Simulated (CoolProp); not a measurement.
Sulfur hexafluoride along the isobar 4.39 MPa: Z from the reference equation and from simpler models built on Tc = 318.7 K, pc = 3.755 MPa, ω = 0.210; each cubic takes its own stable root.

Model: reference Helmholtz-energy equation of state, Guder 2009, in CoolProp.

```json
[
 {"T (K)": "239.1", "phase": "liquid", "reference": "0.1801", "van der Waals": "0.2734", "Peng-Robinson": "0.1661"},
 {"T (K)": "246.6", "phase": "liquid", "reference": "0.1784", "van der Waals": "0.2704", "Peng-Robinson": "0.1651"},
 {"T (K)": "254", "phase": "liquid", "reference": "0.1772", "van der Waals": "0.2681", "Peng-Robinson": "0.1647"},
 {"T (K)": "261.4", "phase": "liquid", "reference": "0.1764", "van der Waals": "0.2665", "Peng-Robinson": "0.1650"},
 {"T (K)": "268.8", "phase": "liquid", "reference": "0.1762", "van der Waals": "0.2656", "Peng-Robinson": "0.1659"},
 {"T (K)": "276.2", "phase": "liquid", "reference": "0.1766", "van der Waals": "0.2657", "Peng-Robinson": "0.1678"},
 {"T (K)": "283.6", "phase": "liquid", "reference": "0.1777", "van der Waals": "0.2668", "Peng-Robinson": "0.1707"},
 {"T (K)": "291.1", "phase": "liquid", "reference": "0.1798", "van der Waals": "0.2692", "Peng-Robinson": "0.1753"},
 {"T (K)": "298.5", "phase": "liquid", "reference": "0.1834", "van der Waals": "0.2733", "Peng-Robinson": "0.1819"},
 {"T (K)": "305.9", "phase": "liquid", "reference": "0.1892", "van der Waals": "0.2799", "Peng-Robinson": "0.1921"},
 {"T (K)": "313.3", "phase": "liquid", "reference": "0.1995", "van der Waals": "0.2908", "Peng-Robinson": "0.2091"},
 {"T (K)": "320.7", "phase": "supercritical", "reference": "0.2234", "van der Waals": "0.3100", "Peng-Robinson": "0.2450"},
 {"T (K)": "328.1", "phase": "supercritical", "reference": "0.3872", "van der Waals": "0.3557", "Peng-Robinson": "0.3840"}
]
```
